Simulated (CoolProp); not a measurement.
Vapour-liquid equilibrium of R114 (1) + R113 (2) at 384.3 K; x and y are mole fractions of (1).

Values from CoolProp's multi-fluid Helmholtz-energy mixture model, Platzer 1990 and Marx 1992; pair parameters Bell 2016. This equation is an older, rougher fit; its heat capacities, sound speeds and derivatives of the liquid may be far off and weren't checked against measurements.

```json
[
 {"x": "0.05", "bubble pressure (MPa)": "0.6147", "y at the bubble point": "0.117", "dew pressure at overall composition x (MPa)": "0.5839", "liquid density (mol/L)": "7.119"},
 {"x": "0.2", "bubble pressure (MPa)": "___", "y at the bubble point": "0.383", "dew pressure at overall composition x (MPa)": "0.6576", "liquid density (mol/L)": "7.083"},
 {"x": "0.35", "bubble pressure (MPa)": "___", "y at the bubble point": "0.566", "dew pressure at overall composition x (MPa)": "0.7519", "liquid density (mol/L)": "7.033"},
 {"x": "0.5", "bubble pressure (MPa)": "1.118", "y at the bubble point": "0.700", "dew pressure at overall composition x (MPa)": "0.8764", "liquid density (mol/L)": "6.963"},
 {"x": "0.65", "bubble pressure (MPa)": "___", "y at the bubble point": "0.806", "dew pressure at overall composition x (MPa)": "1.046", "liquid density (mol/L)": "6.869"},
 {"x": "0.8", "bubble pressure (MPa)": "1.488", "y at the bubble point": "0.895", "dew pressure at overall composition x (MPa)": "1.286", "liquid density (mol/L)": "6.740"},
 {"x": "0.95", "bubble pressure (MPa)": "___", "y at the bubble point": "0.974", "dew pressure at overall composition x (MPa)": "1.626", "liquid density (mol/L)": "6.564"}
]
```

Question: What belongs in the gaps?

Answer: 
- 0.2, bubble pressure (MPa): 0.7760
- 0.35, bubble pressure (MPa): 0.9439
- 0.65, bubble pressure (MPa): 1.298
- 0.95, bubble pressure (MPa): 1.692

No azeotrope shows between x = 0.05 and 0.95.

The pair parameters rest on a limited set of measurements; away from them the model extrapolates.
